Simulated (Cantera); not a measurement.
Input (Python, Cantera) and output of one run.

```python
import numpy as np
import cantera as ct

gas_names = """
    H HNO HNO2 HNO3 HO2 H2 H2O H2O2 N NH NH2 NH3 NH2OH NO NO2 NO3 N2 N2H2 N2H4 N2O O OH O2 O3 Si SiH
    SiH2 SiH3 SiH4 SiN SiO SiO2 Si2 Si2N Si3
""".split()
cond_names = """
    H2O(s) H2O(L) Si(cr) Si(L) SiO2(Lqz) SiO2(hqz) SiO2(L) Si2N2O(s) Si3N4(a)
""".split()


def load(file, names, dense=False):
    # The tables refer to 1 bar. Condensed volumes are neglected.
    table = {s.name: s for s in ct.Species.list_from_file(file)}
    out = []
    for n in names:
        d = dict(table[n].input_data)
        d["thermo"] = dict(d["thermo"], **{"reference-pressure": 1e5})
        if dense:
            d["equation-of-state"] = {"model": "constant-volume", "density": "1e6 g/cm^3"}
        out.append(ct.Species.from_dict(d))
    return out


gas = ct.Solution(thermo="ideal-gas", species=load("nasa_gas.yaml", gas_names))
cond = {s.name: ct.Solution(thermo="fixed-stoichiometry", species=[s], name=s.name)
        for s in load("nasa_condensed.yaml", cond_names, dense=True)}
atoms = {
    'Si3N4': {'Si': 3, 'N': 4},
    'H2O': {'H': 2, 'O': 1},
}
top_T = {'Si2N2O(s)': 2100, 'Si3N4(a)': 2400}  # K; cautious upper limits of use, not melting points


def equilibrate(T, P, feed):
    n = {}
    for name, mol in feed.items():
        for a, k in atoms[name].items():
            n[a] = n.get(a, 0.0) + k * mol
    gas.TPX = T, P, n
    mass = sum(n.values()) * gas.mean_molecular_weight
    gas.equilibrate("TP")
    valid = [c for c in cond.values() if c.min_temp <= T <= top_T.get(c.name, c.max_temp)]
    mix = ct.Mixture([(gas, mass / gas.mean_molecular_weight)] + [(c, 0.0) for c in valid])
    mix.T, mix.P = T, P
    mix.equilibrate("TP", solver="vcs", rtol=1e-11, max_steps=5000)
    return mix


results = []
T = 1473  # K
P = 1333.22  # Pa
for m in [1.9, 3.7, 5.4, 7.1, 8.8, 10, 12, 14, 16, 17]:
    feed = {'Si3N4': 1, 'H2O': m}  # mol
    mix = equilibrate(T, P, feed)
    results.append((T, P, feed, dict(zip(mix.species_names, mix.species_moles))))

top = {s: max(r[3][s] / sum(r[3][g] for g in gas_names) for r in results) for s in gas_names}
cols = sorted((s for s in top if top[s] > 0.001), key=lambda s: -top[s])[:7]
seen = [c for c in cond_names if any(r[3].get(c, 0) > 1e-12 for r in results)]
print("log10 of partial pressures in bar; condensed amounts in mol")
print(f"{'n(H2O)':>10s}" + "".join(f"{s[:9]:>10s}" for s in cols + seen))
for T, P, feed, n in results:
    ng = sum(n[g] for g in gas_names)
    print(f"{feed['H2O']:10.4g}" + "".join(f"{np.log10(max(n[s] / ng * P / 1e5, 1e-99)):10.3f}" for s in cols)
          + "".join(f"{n.get(c, 0):10.4g}" for c in seen))
```

Output:

```
log10 of partial pressures in bar; condensed amounts in mol
    n(H2O)        H2       H2O        N2 SiO2(hqz) Si2N2O(s)
       1.9    -2.000    -5.965    -2.477    0.2661     1.366
       3.7    -2.000    -5.965    -2.477     1.466    0.7659
       5.4    -2.000    -5.965    -2.477     2.598    0.1989
       7.1    -2.056    -2.793    -2.533         3         0
       8.8    -2.130    -2.461    -2.608         3         0
        10    -2.176    -2.352    -2.653         3         0
        12    -2.243    -2.243    -2.720         3         0
        14    -2.301    -2.176    -2.778         3         0
        16    -2.352    -2.130    -2.829         3         0
        17    -2.376    -2.112    -2.853         3         0
```

Cantera equilibrium calculation (NASA polynomials, part measured and part estimated; ideal gas, pure solids and liquids). Mutual solubility and eutectic melting of coexisting phases are not modelled. The tables hold silica as quartz up to 1696 K and as liquid above; real silica turns to tridymite and cristobalite and melts near 1996 K.
